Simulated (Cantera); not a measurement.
Charge: 1 mol MgO, 0.93 mol SO3, 1.4 mol N2, at 1.40 bar.

Equilibrium computed with Cantera from the NASA thermochemical tables; the gas is ideal and each condensed phase is pure. Candidate condensed phases: Mg, MgO, MgS, MgSO4, S; 22 gas species. The numbers say what is thermodynamically allowed, not how fast it happens.

x: gas mole fraction; n: condensed amount in mol.

```csv
T (K),x N2,x SO2,x O2,x SO3,x NO,x O,n MgO(s)
1425,0.503,0.325,0.162,0.00869,0.000584,4.73e-7,1.00
1475,0.502,0.327,0.163,0.00666,0.000760,9.80e-7,1.00
1525,0.502,0.328,0.164,0.00518,0.000972,1.94e-6,1.00
1575,0.501,0.329,0.164,0.00410,0.00122,3.66e-6,1.00
1625,0.501,0.330,0.164,0.00329,0.00152,6.67e-6,1.00
1675,0.501,0.331,0.164,___,___,___,1.00
1725,0.500,0.331,0.164,___,___,___,1.00
1775,0.500,0.331,0.164,0.00182,0.00269,3.28e-5,1.00
1825,0.500,0.331,0.164,0.00153,0.00318,5.26e-5,1.00
```

### Question
Complete the blanks.

### Answer

- 1675, x SO3: 0.00267
- 1675, x NO: 0.00186
- 1675, x O: 1.17e-5
- 1725, x SO3: 0.00220
- 1725, x NO: 0.00225
- 1725, x O: 1.99e-5
